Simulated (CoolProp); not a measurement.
Properties of tetrahydrofuran at several states (Tc = 540.2 K, pc = 5.304 MPa, ω = 0.234).

Computed with CoolProp (reference Helmholtz-energy equation of state, Fiedler 2023).

| T (K) | p (MPa) | phase | Z | cp (kJ/(kg K)) | cv (kJ/(kg K)) | isothermal compressibility (1/MPa) | fugacity coefficient |
|---|---|---|---|---|---|---|---|
| 225.6 | 0.599 | liquid | … | 1.519 | 1.030 | 0.0005761 | 0.0004358 |
| 423.7 | 0.943 | liquid | 0.02651 | 2.285 | 1.638 | 0.003727 | 0.7999 |
| 263.5 | 5.17 | liquid | 0.1843 | 1.605 | … | 0.0007314 | … |
| 348.2 | 0.0164 | gas | 0.9959 | … | 1.156 | 61.23 | 0.9959 |
| 505.5 | 0.0147 | gas | 0.9988 | 1.871 | … | 68.11 | 0.9988 |

**Question.** Fill in the missing entries.

**Answer.** 
- 225.6, Z: 0.02399
- 263.5, cv (kJ/(kg K)): 1.103
- 263.5, fugacity coefficient: 0.0008624
- 348.2, cp (kJ/(kg K)): 1.273
- 505.5, cv (kJ/(kg K)): 1.755
